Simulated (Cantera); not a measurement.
Feed: 1 mol HgO, 1.3 mol O2, 1.6 mol N2, held at 2.60 bar.

Method: chemical equilibrium by Gibbs-energy minimisation in Cantera with the NASA 1993 tables (ideal gas, pure condensed phases). Candidate condensed phases: Hg, HgO; 10 gas species. The numbers say what is thermodynamically allowed, not how fast it happens. All values below are at 1200 °C.

Base state: O2 0.409, N2 0.363, Hg 0.227, NO 0.00101, NO2 1.33e-5 (mole fractions); condensed: gas only.

**Question.** What changes in the equilibrium state with this change: HgO replaced by PbO?

**Answer.** 
```
species       before    after
-----------  -------  -------
N2             0.363    0.550
O2             0.409    0.447
PbO                0  0.00239
Hg             0.227        0
NO2          1.33e-5  1.79e-5
NO           0.00101  0.00130
PbO(l), mol        0    0.993
```
Gases not in the tables: (PbO)n polymers. Further candidate phases: Pb, PbO, PbO2, Pb3O4.
